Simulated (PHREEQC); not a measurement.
0.61 g of hydrous ferric oxide (600 m²/g; 0.2 weak and 0.005 strong sites per Fe, Dzombak-Morel constants, diffuse double layer) in 1 kg of water with 0.05 mol/kgw of an inert sodium salt and 0.0015 mmol/kgw Na2SO4 and 0.0074 mmol/kgw ZnSO4, at 25 °C; the pH is set by adding NaOH or the inert anion's acid. Oxygen alone is held at its pressure in air (log pO2 = -0.68). CO2 from the air is kept out. Precipitation was switched off in this run.

All values are PHREEQC results (ion-association model, wateq4f.dat), not measurements.

```json
[
 {"pH": "4", "S sorbed (%)": "99.8", "Zn sorbed (%)": "0.1", "surface charge σ (C/m²)": "0.291", "surface potential ψ (mV)": "159"},
 {"pH": "4.67", "S sorbed (%)": "99.4", "Zn sorbed (%)": "[?]", "surface charge σ (C/m²)": "0.216", "surface potential ψ (mV)": "144"},
 {"pH": "5.33", "S sorbed (%)": "[?]", "Zn sorbed (%)": "[?]", "surface charge σ (C/m²)": "0.144", "surface potential ψ (mV)": "124"},
 {"pH": "6", "S sorbed (%)": "86.2", "Zn sorbed (%)": "67.9", "surface charge σ (C/m²)": "0.088", "surface potential ψ (mV)": "99"},
 {"pH": "6.67", "S sorbed (%)": "41.9", "Zn sorbed (%)": "96.8", "surface charge σ (C/m²)": "0.049", "surface potential ψ (mV)": "71"},
 {"pH": "7.33", "S sorbed (%)": "6.1", "Zn sorbed (%)": "99.8", "surface charge σ (C/m²)": "0.022", "surface potential ψ (mV)": "[?]"},
 {"pH": "8", "S sorbed (%)": "0.5", "Zn sorbed (%)": "100.0", "surface charge σ (C/m²)": "0.003", "surface potential ψ (mV)": "6"},
 {"pH": "8.67", "S sorbed (%)": "0.0", "Zn sorbed (%)": "100.0", "surface charge σ (C/m²)": "-0.015", "surface potential ψ (mV)": "-28"},
 {"pH": "9.33", "S sorbed (%)": "0.0", "Zn sorbed (%)": "100.0", "surface charge σ (C/m²)": "-0.038", "surface potential ψ (mV)": "-60"},
 {"pH": "10", "S sorbed (%)": "0.0", "Zn sorbed (%)": "100.0", "surface charge σ (C/m²)": "-0.073", "surface potential ψ (mV)": "-90"},
 {"pH": "10.67", "S sorbed (%)": "0.0", "Zn sorbed (%)": "100.0", "surface charge σ (C/m²)": "-0.125", "surface potential ψ (mV)": "[?]"},
 {"pH": "11.33", "S sorbed (%)": "0.0", "Zn sorbed (%)": "100.0", "surface charge σ (C/m²)": "[?]", "surface potential ψ (mV)": "-137"},
 {"pH": "12", "S sorbed (%)": "0.0", "Zn sorbed (%)": "99.7", "surface charge σ (C/m²)": "-0.279", "surface potential ψ (mV)": "-151"}
]
```

**Question.** Complete the blanks.

**Answer.** 
- 4.67, Zn sorbed (%): 1.1
- 5.33, S sorbed (%): 97.6
- 5.33, Zn sorbed (%): 13.8
- 7.33, surface potential ψ (mV): 40
- 10.67, surface potential ψ (mV): -116
- 11.33, surface charge σ (C/m²): -0.194

Species that the database lacks are ignored.
